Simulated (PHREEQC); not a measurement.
Consider water at 25 °C with 0.065 mol HF, 0.0042 mol KF, 0.0012 mol H2SiF6 and 0.00024 mol HCl per kg of water. Closed to the air; pH follows from the charge balance.

Computed with PHREEQC (ion-association model, wateq4f.dat).

Precipitation was switched off in this run.

Problem. Order these F species by the share of F that they hold, largest first: HF2-, H2F2, HF, F-, SiF6-2.

Solution. HF (63 %), H2F2 (16 %), SiF6-2 (9.4 %), F- (8.5 %), HF2- (3.1 %)

The pH is 2.25 and the ionic strength 0.0115 mol/kgw. wateq4f.dat counts part of the HF as a dimer, H2F2, which phreeqc.dat doesn't know; its constant is uncertain. SiF6-2 is the database's only silicon fluoride.
